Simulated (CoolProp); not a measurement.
R1336mzz(E) at 293.15 K and 5.7 MPa is throttled through a valve to 3.86 MPa with no heat exchange. Each further row changes one setting.

The numbers come from the reference Helmholtz-energy equation of state, Akasaka 2023 in CoolProp.

```tsv
case	temperature change (K)	final density (kg/m³)
as stated	+0.5	1350
outlet pressure 1.16 MPa	+1.1	…
outlet pressure 5.02 MPa	…	…
```

Question: Fill in the missing entries.

Answer: 
- outlet pressure 1.16 MPa, final density (kg/m³): 1340
- outlet pressure 5.02 MPa, temperature change (K): +0.2
- outlet pressure 5.02 MPa, final density (kg/m³): 1360
